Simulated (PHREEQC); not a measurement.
Ultrapure water in contact with air or piping: speciation

Model water analysis in mg/L, 25 °C, pH 6.08, pe 11.5: Na 0.194; K 0.00501; Ca 0.0518; Mg 0.0304; Cl 0.0934; S(6) as SO4 0.424; Alkalinity as HCO3 0.12; Cd 0.0013; Cu(2) 0.0252; Br 0.00539; Ba 0.000889.

Valence states are taken as typed.

Model: ion-association model, wateq4f.dat, run in PHREEQC.

Precipitation was switched off in this run.

Problem. Predict the charge-balance error.

Solution. charge-balance error 3.3 %.

Problem. In which forms is Cu present?

Solution. Cu+2 96 %, Cu(OH)2 2.8 %, CuOH+ 1.1 % of the Cu.
